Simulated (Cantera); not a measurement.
Charge: 1 mol TiO₂, 2.2 mol CH₄, 0.25 mol CO, equilibrated at 2127 °C and 0.00130 bar.

These are equilibrium values from Cantera (NASA tables, ideal gas, pure condensed phases), not measurements of a reactor. Candidate condensed phases: C, C₆H₆, C₇H₈, C₈H₁₈, H₂O, Ti, TiC, TiO, TiO₂, Ti₂O₃, Ti₃O₅, Ti₄O₇; 113 gas species. TiC: taken at fixed stoichiometry. Kinetics and transport are ignored.

Base state: H₂ 0.377, H 0.271, CO 0.260, Ti 0.0893, TiO 0.00196 (mole fractions); condensed: TiC(s).

Problem. What changes in the equilibrium state with this change: temperature from 2127 °C to 1877 °C?

Solution. 
| species | before | after |
|---|---|---|
| H₂ | 0.377 | 0.614 |
| CO | 0.260 | 0.282 |
| H | 0.271 | 0.0916 |
| Ti | 0.0893 | 0.00849 |
| H₂O | 9.84e-7 | 1.48e-5 |
| TiO | 0.00196 | 0.00472 |
| TiC(s), mol | 0.217 | 0.572 |
| TiO(l), mol | 0 | 0.340 |
Mutual solubility and eutectic melting of coexisting phases are not modelled. TiC, TiO: taken at fixed stoichiometry. Condensed phases not in the tables: solid solutions among these carbides, nitrides and lower oxides.

Problem. What changes in the equilibrium state with this change: pressure from 0.00130 bar to 1 atm?

Solution. 
```json
[
 {"species": "H₂", "before": "0.377", "after": "0.692"},
 {"species": "CO", "before": "0.260", "after": "0.294"},
 {"species": "H", "before": "0.271", "after": "0.0131"},
 {"species": "Ti", "before": "0.0893", "after": "2.59e-5"},
 {"species": "TiO", "before": "0.00196", "after": "0.000113"},
 {"species": "H₂O", "before": "9.84e-7", "after": "0.000359"},
 {"species": "CO₂", "before": "1.15e-7", "after": "2.58e-5"},
 {"species": "TiC(s), mol", "before": "0.217", "after": "0.601"},
 {"species": "TiO(l), mol", "before": "0", "after": "0.398"}
]
```
Mutual solubility and eutectic melting of coexisting phases are not modelled. TiC, TiO: taken at fixed stoichiometry. Condensed phases not in the tables: solid solutions among these carbides, nitrides and lower oxides.
